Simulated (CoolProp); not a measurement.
Values from CoolProp's reference Helmholtz-energy equation of state, Guder 2009.

### Question
Give the vapour pressure (bar), vapour density (kg/m³), surface tension (mN/m), vapour viscosity (µPa s) of saturated sulfur hexafluoride at 249.9 K.

### Answer
| T (K) | p (bar) | vapour density (kg/m³) | surface tension (mN/m) | vapour viscosity (µPa s) |
|---|---|---|---|---|
| 249.9 | 6.20 | 50.7 | 7.64 | 13.4 |

Viscosity comes from a separate model (Quiñones-Cisneros 2012). Surface tension comes from a separate correlation (Mulero 2012).
